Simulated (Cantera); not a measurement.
Low-pressure radical oxidation in H2/O2

An isothermal, constant-pressure homogeneous reactor starts with H2 : O2 : N2 : H2O = 0.11 : 1 : 1.1 : 0.1 (molar parts), at 1400 K and 4.80 Torr.

Cantera simulation using GRI-Mech 3.0 (53 species, 325 reactions); the numbers are that mechanism's predictions, not measurements. Radical loss at walls, strong at low pressure, is not modelled. The temperature is held fixed by assumption; the heat of reaction is taken as removed at once.

```
t (s)         x H2   x O2    x HO2      x H    x H2O2     x N2O     x NO2
--------  --------  -----  -------  -------  --------  --------  --------
9.00e-6     0.0476  0.433  2.12e-9  1.99e-9    <1e-12    <1e-12    <1e-12
6.84e-5     0.0476  0.433  1.61e-8  1.23e-8  5.61e-12    <1e-12    <1e-12
0.000520    0.0476  0.433  1.22e-7  1.77e-7  2.97e-10    <1e-12    <1e-12
0.00395    0.00509  0.401  8.88e-7   0.0109   4.49e-8  4.31e-10    <1e-12
0.0300     0.00231  0.400  8.52e-7  0.00928   3.62e-8   2.45e-9  1.73e-12
0.228      0.00134  0.408  7.53e-7  0.00389   3.20e-8   3.16e-9  1.18e-11
1.73      0.000119  0.418  2.25e-7  9.72e-5   1.12e-8   6.93e-9  7.79e-11
13.2       4.29e-6  0.419  3.15e-8  6.65e-7   1.45e-9   8.08e-9  3.42e-10
100        8.28e-7  0.419  4.12e-8  5.64e-8  5.42e-10   3.18e-9   1.17e-9
```
x: mole fraction; the columns are a selection and need not sum to one.

Equilibrium at this temperature and pressure: H2 8.18e-7, O2 0.419, HO2 4.14e-8, H 5.54e-8, H2O2 5.39e-10, N2O 3.23e-9, NO2 6.76e-7 (gas phase only).
